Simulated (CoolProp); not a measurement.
R245fa at several states: Z from the reference equation and from simpler models built on Tc = 427.0 K, pc = 3.651 MPa, ω = 0.378; each cubic takes its own stable root.

Values from CoolProp's reference Helmholtz-energy equation of state, Akasaka 2015.

```
T (K)  p (MPa)   phase  reference  van der Waals  Redlich-Kwong  Peng-Robinson
-----  -------  ------  ---------  -------------  -------------  -------------
243.3   0.0195  liquid        [?]         0.9942         0.9914      0.0008583
406       5.06  liquid        [?]         0.3158            [?]         0.2118
413.8     6.25  liquid     0.2505         0.3763         0.2987         0.2612
246.4    0.173  liquid   0.007699         0.9476       0.008887            [?]
274      0.297  liquid    0.01246         0.9275        0.01446        0.01215
257.2    0.887  liquid    0.03847        0.06528        0.04441        0.03761
```

Question: What belongs in the gaps?

Answer: 
- 243.3, reference: 0.0008746
- 406, reference: 0.2031
- 406, Redlich-Kwong: 0.2467
- 246.4, Peng-Robinson: 0.007549

At some of these states van der Waals, Redlich-Kwong gives the other phase, because its saturation line lies elsewhere.
